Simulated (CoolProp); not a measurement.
Properties of chlorine along the isobar 101 kPa (Tc = 416.9 K, pc = 7642 kPa, ω = 0.070).

Values from CoolProp's reference Helmholtz-energy equation of state, Thol 2021.

| T (K) | phase | Z | speed of sound (m/s) | Joule-Thomson coefficient (K/MPa) | isothermal compressibility (1/MPa) | expansivity (1/kK) | fugacity coefficient |
|---|---|---|---|---|---|---|---|
| 220.9 | liquid | 0.002416 | 1133 | -0.4156 | 0.0008947 | 1.680 | 0.4103 |
| 233.7 | liquid | 0.002335 | 1082 | -0.4005 | 0.001017 | 1.738 | 0.7659 |
| 246.6 | gas | 0.9761 | 194.2 | 47.45 | 10.15 | 4.389 | 0.9767 |
| 259.4 | gas | 0.9799 | 199.2 | 41.92 | 10.11 | 4.121 | 0.9803 |
| 272.2 | gas | 0.9829 | 204.1 | 37.20 | 10.08 | 3.888 | 0.9832 |
| 285.1 | gas | 0.9853 | 208.9 | 33.15 | 10.05 | 3.682 | 0.9856 |
| 297.9 | gas | 0.9873 | 213.6 | 29.72 | 10.03 | 3.500 | 0.9875 |
| 310.7 | gas | 0.9890 | 218.1 | 26.77 | 10.01 | 3.337 | 0.9891 |
| 323.5 | gas | 0.9904 | 222.5 | 24.22 | 9.998 | 3.190 | 0.9905 |
| 336.4 | gas | 0.9915 | 226.8 | 21.98 | 9.986 | 3.056 | 0.9916 |
| 349.2 | gas | 0.9925 | 231.0 | 20.04 | 9.976 | 2.934 | 0.9926 |
| 362 | gas | 0.9933 | 235.2 | 18.34 | 9.968 | 2.823 | 0.9934 |
